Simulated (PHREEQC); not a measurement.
Dissolve 2.4 mol MgCl2, 0.04 mol NaHCO3 and 0.23 mol KCl per kg of water at 25 °C. Closed to the air; pH follows from the charge balance.

Model: Pitzer model, pitzer.dat, run in PHREEQC.

```
Property                    Value
-------------------  ------------
pH                           6.03
ionic strength       7.46 mol/kgw
activity of water           0.789
density               1.169 g/cm³
osmotic coefficient         1.703
total alkalinity      40.0 meq/kg
```

```tsv
species	molality	activity	log γ
Cl-	5.03	3.26	-0.189
Mg+2	2.40	18.4	0.886
K+	0.230	0.260	0.053
Na+	0.0400	0.102	0.409
HCO3-	0.0293	0.00492	-0.774
CO2	0.00537	0.0127	0.372
MgCO3	0.00381	0.00381	0.000
```

No solid was allowed to form. The solution is supersaturated, for example in Magnesite (slow to form), so a real one may precipitate; this is no full list. In brines, pH and single-ion activities rest on the MacInnes convention.
